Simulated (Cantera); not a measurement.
Mixture: CH4 : O2 : N2 = 1 : 3.85 : 15.8 (molar parts), at 0.306 atm, adiabatic and at constant volume. Ignition delay is the time to a rise of 400 K.

Model: GRI-Mech 3.0 (53 species, 325 reactions), integrated in Cantera.

### Question
What does this change do: pressure from 0.306 atm to 1.00 atm?

### Answer
```csv
quantity,before,after
delay at 1025 K,1.64 s,0.536 s
delay at 1125 K,0.282 s,0.104 s
delay at 1225 K,59.4 ms,23.7 ms
delay at 1325 K,15.5 ms,6.35 ms
delay at 1425 K,5.09 ms,2.02 ms
delay at 1525 K,2.07 ms,0.765 ms
delay at 1625 K,0.978 ms,0.340 ms
apparent activation energy between 1425 and 1625 K,160 kJ/mol,170 kJ/mol
```

### Question
What does this change do: 1.3 parts H2O added?

### Answer
| quantity | before | after |
|---|---|---|
| delay at 1025 K | 1.64 s | 1.84 s |
| delay at 1125 K | 0.282 s | 0.327 s |
| delay at 1225 K | 59.4 ms | 69.8 ms |
| delay at 1325 K | 15.5 ms | 17.9 ms |
| delay at 1425 K | 5.09 ms | 5.66 ms |
| delay at 1525 K | 2.07 ms | 2.19 ms |
| delay at 1625 K | 0.978 ms | 0.992 ms |
| apparent activation energy between 1425 and 1625 K | 160 kJ/mol | 170 kJ/mol |
